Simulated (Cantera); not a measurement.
Input: 1 mol Si, 1.3 mol F2, 5.9 mol H2, 26 mol HCl, held at 1275 K and 0.133 bar.

Method: chemical equilibrium by Gibbs-energy minimisation in Cantera with the NASA 1993 tables (ideal gas, pure condensed phases). Candidate condensed phases: Si; 37 gas species. The tables' values for SiCl3, SiF3 are old estimates; treat these amounts as uncertain. The numbers say what is thermodynamically allowed, not how fast it happens.

Q: What is the equilibrium state?

A: x(HCl): 0.760
x(H2): 0.205
x(SiF4): 0.0191
x(SiCl4): 0.0115
x(HF): 0.00394
x(SiCl3): 0.000207
x(SiHCl3): 0.000125
x(SiHF3): 7.23e-5
x(SiF3): 5.62e-5
gas amount: 32.21 mol
log10 activity of Si(s) (absent): -5.48
